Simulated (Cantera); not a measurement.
Input: 1 mol Ca(OH)2, 0.18 mol H2O, 0.044 mol CO2, held at 1.00 bar.

Method: chemical equilibrium by Gibbs-energy minimisation in Cantera with the NASA 1993 tables (ideal gas, pure condensed phases). Candidate condensed phases: C, C6H6, C7H8, C8H18, Ca, CaCO3, CaO, Ca(OH)2, H2O; 115 gas species. Equilibrium is a limit: real reactors are often held back by kinetics, nucleation or transport.

x: gas mole fraction; n: condensed amount in mol.

| T (K) | x H2O | x CO2 | x H2 | x OH | x O2 | x CO | n CaO(s) |
|---|---|---|---|---|---|---|---|
| 1148 | 0.964 | 0.0359 | 3.15e-6 | 2.33e-7 | 1.58e-6 | 1.39e-7 | 1.00 |
| 1248 | 0.964 | 0.0359 | 1.27e-5 | 1.29e-6 | 6.38e-6 | 7.36e-7 | 1.00 |
| 1348 | 0.964 | 0.0359 | 4.16e-5 | 5.57e-6 | 2.09e-5 | 3.04e-6 | 1.00 |
| 1448 | 0.964 | 0.0359 | 0.000116 | 1.96e-5 | 5.83e-5 | 1.03e-5 | 1.00 |
| 1548 | 0.964 | 0.0359 | 0.000285 | 5.88e-5 | 0.000142 | 2.96e-5 | 1.000 |
| 1648 | 0.963 | 0.0359 | (withheld) | (withheld) | (withheld) | (withheld) | 1.000 |
| 1748 | 0.962 | 0.0357 | (withheld) | (withheld) | (withheld) | (withheld) | 1.000 |
| 1848 | 0.960 | 0.0355 | 0.00235 | 0.000772 | 0.00116 | 0.000349 | 1.000 |
| 1948 | 0.956 | 0.0352 | 0.00411 | 0.00153 | 0.00201 | 0.000664 | 1.000 |
| 2048 | 0.951 | 0.0346 | 0.00680 | 0.00281 | 0.00330 | 0.00118 | 1.000 |
| 2148 | 0.943 | 0.0337 | 0.0107 | 0.00488 | 0.00516 | 0.00196 | 1.000 |
| 2248 | 0.931 | 0.0324 | 0.0162 | 0.00804 | 0.00771 | 0.00307 | 0.999 |

Fill in the missing entries.


- 1748, x H2: 0.00126
- 1748, x OH: 0.000361
- 1748, x O2: 0.000625
- 1748, x CO: 0.000169
- 1648, x H2: 0.000626
- 1648, x OH: 0.000154
- 1648, x O2: 0.000312
- 1648, x CO: 7.47e-5
